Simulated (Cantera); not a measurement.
# Thermodynamics of chlorosilane synthesis and conversion, feed Si + Cl2 + H2

Input: 1 mol Si, 1.3 mol Cl2, 12 mol H2, equilibrated at 100000 Pa.

Method: chemical equilibrium by Gibbs-energy minimisation in Cantera with the NASA 1993 tables (ideal gas, pure condensed phases). Candidate condensed phases: Si; 19 gas species. The tables' values for SiCl3, SiCl are old estimates; treat these amounts as uncertain. Gases not in the tables: Si2H6 and higher silanes. Rates play no part.

From 800 K to 1625 K the condensed part is Si(s). At 1700 K the condensed part is Si(l). The main Si-bearing gas is SiCl4 at 800 K and SiCl2 at 1700 K. The share of Si in condensed phases is highest at 1400 K (41.1 %) and lowest at 800 K (26.2 %).

```tsv
T (K)	log p H2	log p HCl	log p SiCl2	log p SiCl4	log p SiHCl3	n Si(s)	n Si(l)
800	-0.03	-2.98	-5.93	-1.50	-1.59	0.262	0
875	-0.03	-2.58	-5.04	-1.50	-1.60	0.268	0
950	-0.03	-2.25	-4.29	-1.51	-1.62	0.279	0
1025	-0.03	-1.97	-3.66	-1.52	-1.64	0.296	0
1100	-0.03	-1.74	-3.13	-1.54	-1.67	0.320	0
1175	-0.04	-1.54	-2.68	-1.59	-1.72	0.348	0
1250	-0.04	-1.37	-2.30	-1.66	-1.78	0.377	0
1325	-0.05	-1.24	-1.99	-1.79	-1.88	0.400	0
1400	-0.05	-1.14	-1.76	-1.97	-2.03	0.411	0
1475	-0.06	-1.08	-1.59	-2.22	-2.23	0.410	0
1550	-0.06	-1.04	-1.49	-2.53	-2.47	0.403	0
1625	-0.07	-1.02	-1.43	-2.88	-2.73	0.394	0
1700	-0.07	-1.01	-1.39	-3.23	-3.01	0	0.390
```
log p: log10 of the partial pressure in bar; n: condensed amount in mol.
